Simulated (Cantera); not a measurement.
A perfectly stirred reactor is fed with 8.29 % CH4, 19.3 % O2, 72.4 % N2, equivalence ratio 0.86, at 500000 Pa; it is adiabatic with a 775 K inlet, and is followed from long to short residence time, starting on the burning branch (τ in s: 0.31, 0.11, 0.042, 0.015, 0.0057, 0.0021, 0.00076, 0.00028, 0.0001, 3.8e-05, 1.4e-05).

Cantera simulation using GRI-Mech 3.0 (53 species, 325 reactions); the numbers are that mechanism's predictions, not measurements.

One state of this run: T (K) = 2398; x CH4 = 3.90e-7; x O2 = 0.0260; x H2 = 0.00161; x C2H2 = 3.81e-12; x C2H = <1e-12; x CH2O = 7.23e-8; x C2H4 = 2.09e-12. x: mole fraction; the columns are a selection and need not sum to one.

Q: Which value of τ (s) does it belong to?
A) 0.0021
B) 0.042
C) 0.11
D) 0.00010

A: C, 0.11
